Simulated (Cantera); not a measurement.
Input (Python, Cantera) and output of one run.

```python
import numpy as np
import cantera as ct

gas_names = """
    CL CL2 H HCL H2 Si SiCL SiCL2 SiCL3 SiCL4 SiH SiHCL3 SiH2 SiH2CL2 SiH3 SiH3CL SiH4 Si2 Si3
""".split()
cond_names = """
    Si(cr) Si(L)
""".split()


# ... load() reads the species with a 1 bar reference pressure and builds the phases ...
atoms = {
    'Si': {'Si': 1},
    'H2': {'H': 2},
    'HCl': {'H': 1, 'CL': 1},
}
top_T = {}  # K; cautious upper limits of use, not melting points


# ... equilibrate(T, P, feed) seeds the gas with the atoms and calls Mixture.equilibrate('TP', solver="vcs", rtol=1e-11, max_steps=5000) ...
results = []
feed = {'Si': 1, 'H2': 2.8, 'HCl': 1.2}  # mol
T = 1698.15  # K
P = 13332.2  # Pa
mix = equilibrate(T, P, feed)
results.append((T, P, feed, dict(zip(mix.species_names, mix.species_moles))))
x = sorted(zip(gas.X, gas.species_names), reverse=True)
print(f"T = {T:g} K  P = {P:g} Pa  gas = {mix.phase_moles(0):.4g} mol")
print("   x: " + "  ".join(f"{s} {v:.3e}" for v, s in x if v > 0.0001))
print("   condensed (mol): " + ("  ".join(f"{mix.phase(i).name} {mix.phase_moles(i):.4g}"
      for i in range(1, mix.n_phases) if mix.phase_moles(i) > 1e-12) or "none"))
```

Output:

```
T = 1698.15 K  P = 13332.2 Pa  gas = 3.991 mol
   x: H2 7.859e-01  HCL 1.310e-01  SiCL2 7.844e-02  SiCL3 3.438e-03  H 3.516e-04  SiHCL3 3.440e-04  SiCL4 2.979e-04
   condensed (mol): Si(L) 0.6701
```

These are equilibrium values from Cantera (NASA tables, ideal gas, pure condensed phases), not measurements of a reactor. The tables' values for SiCl3, SiCl are old estimates; treat these amounts as uncertain. Gases not in the tables: Si2H6 and higher silanes.
